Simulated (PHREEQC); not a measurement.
Copper plating or etch bath: speciation

A solution holds 0.0022 mol CuSO4, 0.00037 mol HCl and 0.016 mol KCl per kg of water, at 25 °C. Closed to the air; pH follows from the charge balance.

The numbers come from PHREEQC with the ion-association model, wateq4f.dat.

Each row changes one thing in this solution. This is a speciation only: nothing precipitates in the calculation.

| case | pH | ionic strength (mol/kgw) | Cu+2 (mol/kgw) | SO4-2 (mol/kgw) | CuSO4 (mol/kgw) | CuCl+ (mol/kgw) | SI of Chalcanthite (CuSO4:5H2O) | SI of Tenorite (CuO) |
|---|---|---|---|---|---|---|---|---|
| as made | 3.53 | 0.0239 | 0.00192 | 0.00183 | 0.000228 | 4.83e-5 | -3.31 | -3.52 |
| diluted 100-fold with water | 5.43 | 0.000251 | 2.18e-5 | 2.19e-5 | 8.43e-8 | 8.94e-9 | -6.74 | -1.46 |
| 0.00028 mol/kgw Na2SO4 added | 3.53 | 0.0246 | 0.00190 | 0.00206 | 0.000252 | 4.75e-5 | -3.27 | -3.52 |
| HCl replaced by NiCl2 at the same molality | 5.20 | 0.0245 | 0.00192 | 0.00183 | 0.000225 | 4.90e-5 | -3.32 | -0.18 |
| KCl replaced by MgCl2 at the same molality | 3.52 | 0.0530 | 0.00201 | 0.00118 | 0.000103 | 8.28e-5 | -3.65 | -3.59 |
| KCl from 0.016 to 0.0032 mol/kgw | 3.52 | 0.0110 | 0.00188 | 0.00183 | 0.000306 | 1.20e-5 | -3.18 | -3.48 |

Some of these states are supersaturated (in Atacamite, Brochantite, for instance).
